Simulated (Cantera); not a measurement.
Feed: 1 mol Al(CH3)3, 47 mol H2O, 2 mol H2, equilibrated at 1177 °C and 1.00 bar.

Cantera equilibrium calculation (NASA polynomials, part measured and part estimated; ideal gas, pure solids and liquids). Candidate condensed phases: Al, Al2O3, C, C6H6, C7H8, C8H18, H2O; 121 gas species. The feed counts by its element totals alone. Gases not in the tables: Al(OH)3. Rates play no part.

Base state: H2O 0.722, H2 0.225, CO2 0.0305, CO 0.0226 (mole fractions); condensed: Al2O3(s).

Q: What changes in the equilibrium state with this change: H2O from 47 to 11 mol?

A: 
```csv
species,before,after
H2,0.225,0.563
H2O,0.722,0.291
CO,0.0226,0.120
CO2,0.0305,0.0261
"Al2O3(s), mol",0.500,0.500
```

Q: What changes in the equilibrium state with this change: temperature from 1177 °C to 1677 °C?

A: 
```csv
species,before,after
H2O,0.722,0.729
H2,0.225,0.217
CO,0.0226,0.0301
CO2,0.0305,0.0230
OH,3.45e-7,0.000163
H,4.49e-6,0.000534
"Al2O3(s), mol",0.500,0.500
```
